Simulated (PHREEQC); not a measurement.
# Alkaline etch or developer: an equilibrium model

A solution holds 0.2 mol NH3, 0.00028 mol NaAlO2 and 0.00013 mol (CH3)4NCl per kg of water, at 76 °C. Closed to the air; pH follows from the charge balance.

Computed with PHREEQC (ion-association model, phreeqc.dat).

No solid was allowed to form.

Question: Predict the pH, ionic strength.

Answer: pH 9.94; ionic strength 0.00240 mol/kgw.

Species that the database lacks are ignored. (CH3)4N+ isn't in the database: it is added as a free cation with an ion size of 4 Å. Away from 25 °C the constants follow the database's enthalpies or fits; those with neither stay at their 25 °C values.
